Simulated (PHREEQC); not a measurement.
Dissolve 0.21 mol/kgw HF, 0.0043 mol/kgw NH4HF2 and 0.24 mol/kgw H2SO4 at 25 °C. Closed to the air; pH follows from the charge balance.

The numbers come from PHREEQC with the ion-association model, phreeqc.dat.

This is a speciation only: nothing precipitates in the calculation.

### Question
Order these S species by the share of S that they hold, largest first: SO4-2, NH4SO4-, HSO4-.

### Answer
HSO4- (87 %), SO4-2 (13 %), NH4SO4- (0.14 %)

The pH is 0.68 and the ionic strength 0.302 mol/kgw. Species that the database lacks are ignored.
